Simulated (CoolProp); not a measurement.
Carbon monoxide along the isotherm 129.1 K: fugacity coefficient from the reference equation and from simpler models built on Tc = 132.9 K, pc = 3.498 MPa, ω = 0.050; each cubic takes its own stable root.

The numbers come from the reference Helmholtz-energy equation of state, Lemmon 2006 in CoolProp. It is a short technical equation, of lower accuracy than the large ones.

```csv
p (MPa),phase,reference,Redlich-Kwong,Soave-Redlich-Kwong
0.0277,gas,0.9971,0.9971,0.9971
0.0629,gas,0.9935,0.9934,0.9933
0.143,gas,0.9852,0.9849,0.9849
0.326,gas,0.9664,0.9657,0.9656
0.742,gas,0.9239,0.9225,0.9224
1.69,gas,0.8281,0.8256,0.8252
3.84,liquid,0.5595,0.5638,0.5622
8.75,liquid,0.3090,0.3164,0.3153
```
